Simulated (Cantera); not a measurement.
A closed system holds: 1 mol N₂O, 1 mol H₂, at 4.00 bar.

Method: chemical equilibrium by Gibbs-energy minimisation in Cantera with the NASA 1993 tables (ideal gas, pure condensed phases). Candidate condensed phases: H₂O; 24 gas species. The numbers say what is thermodynamically allowed, not how fast it happens.

Q: At 2302 °C, list the 4 most abundant gas species with their mole fractions, and the condensed phases.

A: N₂ 0.490, H₂O 0.461, H₂ 0.0233, OH 0.0118. Condensed: gas only.
